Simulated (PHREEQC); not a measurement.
Model water analysis in mmol/kgw, 5.3 °C, pH 3.96, pe 8.1: Na 3.73; K 0.00209; Ca 1.64; Mg 3.21; Cl 3.14; S(6) 6.28; F 0.00958; N(5) 0.00567; Cu(2) 0.115; Mn(2) 0.00141.

Valence states are taken as typed.

Model: ion-association model, wateq4f.dat, run in PHREEQC.

This is a speciation only: nothing precipitates in the calculation.

Predict the ionic strength.

ionic strength 0.0218 mol/kgw.

In which forms is Mn present?

Mn+2 82 %, MnSO4 17 %, MnCl+ 0.6 % of the Mn.

Species that the database lacks are ignored. At this temperature some constants are extrapolated from 25 °C, and those without enthalpy data are left unchanged.
